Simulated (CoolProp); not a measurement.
The numbers come from the reference Helmholtz-energy equation of state, Lemmon 2005 in CoolProp. It is a short technical equation, of lower accuracy than the large ones.

Question: For cis-2-butene, give the phase and the cp (kJ/(kg K)), expansivity (1/kK) at 332.3 K and 14700 kPa.

Answer: 
- 332.3 K and 14700 kPa: liquid; cp 2.30, expansivity 1.79
